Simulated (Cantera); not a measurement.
Input: 1 mol SiH2Cl2, 2.1 mol O3, 1.7 mol N2, at 9900 Pa.

These are equilibrium values from Cantera (NASA tables, ideal gas, pure condensed phases), not measurements of a reactor. Candidate condensed phases: H2O, NH4Cl, Si, SiO2, Si2N2O, Si3N4; 47 gas species. The tables hold silica as quartz up to 1696 K and as liquid above; real silica turns to tridymite and cristobalite and melts near 1996 K. Rates play no part.

x: gas mole fraction; n: condensed amount in mol.

```tsv
T (K)	x O2	x N2	x HCl	x H2O	x Cl2	x Cl	x NO	n SiO2(α-quartz)	n SiO2(β-quartz)
775	0.334	0.306	0.151	0.105	0.105	5.28e-6	1.01e-6	1.00	0
875	0.342	0.302	0.195	0.0806	0.0805	4.15e-5	5.14e-6	0	1.00
975	0.348	0.300	0.228	0.0625	0.0624	0.000210	1.87e-5	0	1.00
1075	0.352	0.298	0.251	?	?	?	?	0	1.00
1175	0.354	0.296	0.268	0.0403	0.0391	0.00228	0.000128	0	1.00
1275	0.356	0.295	0.279	0.0340	0.0312	0.00555	0.000267	0	1.00
1375	0.356	0.293	0.285	0.0301	?	?	?	0	1.00
1475	0.354	0.291	0.286	0.0286	0.0181	0.0210	0.000853	0	1.00
```

**Question.** What belongs in the gaps?

**Answer.** 
- 1075, x H2O: 0.0495
- 1075, x Cl2: 0.0491
- 1075, x Cl: 0.000777
- 1075, x NO: 5.36e-5
- 1375, x Cl2: 0.0243
- 1375, x Cl: 0.0116
- 1375, x NO: 0.000498
